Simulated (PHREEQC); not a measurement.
0.032 g of hydrous ferric oxide (600 m²/g; 0.2 weak and 0.005 strong sites per Fe, Dzombak-Morel constants, diffuse double layer) in 1 kg of water with 0.05 mol/kgw of an inert sodium salt and 2.6e-07 mol Na2SeO4, at 25 °C; the pH is set by adding NaOH or the inert anion's acid. Oxygen is held at 0.21 atm. No CO2 enters from the air. Precipitation was switched off in this run.

The series has 17 steps of pH, from 4 to 12.

Computed with PHREEQC (ion-association model, wateq4f.dat).

**Question.** Near which pH is half of the Se sorbed, and on which side is more sorbed?

**Answer.** Near pH 5.7, with more sorbed at lower pH.

Complexes and solids missing from the database can't appear.
